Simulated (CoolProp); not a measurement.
A simple Rankine cycle with R1132(E): condensing at 292.15 K, boiler at 4.38 MPa, turbine inlet 380.7 K, turbine efficiency 0.6, pump efficiency 0.7, no recuperator. Each further row changes one setting.

The numbers come from the reference Helmholtz-energy equation of state, Akasaka 2024 in CoolProp.

```csv
case,thermal efficiency (%),net work (kJ/kg),heat in (kJ/kg),turbine exit temperature (K),volume ratio over the turbine
as stated,6.9,?,290,330.1,3.14
condensing temperature 284.15 K,8.0,24.3,304,322.3,?
boiler pressure 3.07 MPa,5.2,16.1,308,?,2.15
turbine efficiency 0.5,5.5,15.9,290,333.6,3.19
```

What belongs in the gaps?


- as stated, net work (kJ/kg): 19.9
- condensing temperature 284.15 K, volume ratio over the turbine: 3.91
- boiler pressure 3.07 MPa, turbine exit temperature (K): 349.4
